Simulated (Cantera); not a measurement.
A perfectly stirred reactor is fed with CH4 : O2 : N2 : H2O = 1 : 4.76 : 17.9 : 1.4 (molar parts), equivalence ratio 0.42, at 2.00 bar; it is adiabatic with a 573 K inlet, and is followed from long to short residence time, starting on the burning branch (τ in s: 0.14, 0.06, 0.026, 0.012, 0.0051, 0.0022, 0.00098, 0.00043, 0.00019, 8.4e-05).

Detailed kinetics in Cantera: GRI-Mech 3.0 (53 species, 325 reactions).

**Question.** What does this change do: pressure from 2.00 bar to 0.840 bar?

**Answer.** 
| quantity | before | after |
|---|---|---|
| blow-out, bracketed by the residence times tried | burning at 2.20 ms, out at 0.980 ms | burning at 2.20 ms, out at 0.980 ms |
| x(CH4) at τ = 0.140 s | 2.16e-5 | 2.36e-5 |
| x(O2) at τ = 0.140 s | 0.110 | 0.110 |
| x(H2O) at τ = 0.140 s | 0.135 | 0.135 |
| x(C2H4) at τ = 0.140 s | 3.63e-8 | 1.53e-8 |
| x(CO) at τ = 0.140 s | 0.000201 | 0.000257 |
| x(CH4) at τ = 2.20 ms | 0.000772 | 0.000476 |
| x(O2) at τ = 2.20 ms | 0.115 | 0.113 |
| x(H2O) at τ = 2.20 ms | 0.133 | 0.133 |
| x(C2H4) at τ = 2.20 ms | 6.14e-6 | 4.04e-7 |
| x(CO) at τ = 2.20 ms | 0.00698 | 0.00548 |

**Question.** What does this change do: pressure from 2.00 bar to 6.30 bar?

**Answer.** 
```json
[
 {"quantity": "blow-out, bracketed by the residence times tried", "before": "burning at 2.20 ms, out at 0.980 ms", "after": "burning at 5.10 ms, out at 2.20 ms"},
 {"quantity": "x(CH4) at τ = 0.140 s", "before": "2.16e-5", "after": "2.46e-5"},
 {"quantity": "x(O2) at τ = 0.140 s", "before": "0.110", "after": "0.110"},
 {"quantity": "x(H2O) at τ = 0.140 s", "before": "0.135", "after": "0.136"},
 {"quantity": "x(C2H4) at τ = 0.140 s", "before": "3.63e-8", "after": "1.08e-7"},
 {"quantity": "x(CO) at τ = 0.140 s", "before": "0.000201", "after": "0.000191"},
 {"quantity": "x(CH4) at τ = 2.20 ms", "before": "0.000772", "after": "0.0399"},
 {"quantity": "x(O2) at τ = 2.20 ms", "before": "0.115", "after": "0.190"},
 {"quantity": "x(H2O) at τ = 2.20 ms", "before": "0.133", "after": "0.0559"},
 {"quantity": "x(C2H4) at τ = 2.20 ms", "before": "6.14e-6", "after": "<1e-12"},
 {"quantity": "x(CO) at τ = 2.20 ms", "before": "0.00698", "after": "<1e-12"}
]
```
